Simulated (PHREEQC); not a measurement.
Consider water at 25 °C with 0.205 mol NaHSO4, 0.014 mol Na2CO3 and 0.0011 mol NH4F per kg of water. Closed to the air; pH follows from the charge balance.

Model: ion-association model, wateq4f.dat, run in PHREEQC.

This is a speciation only: nothing precipitates in the calculation.

Estimate the pH, activity of water.

pH 1.32; activity of water 0.992.

In which forms is F present?

HF 97 %, F- 2.2 %, H2F2 0.6 % of the F.
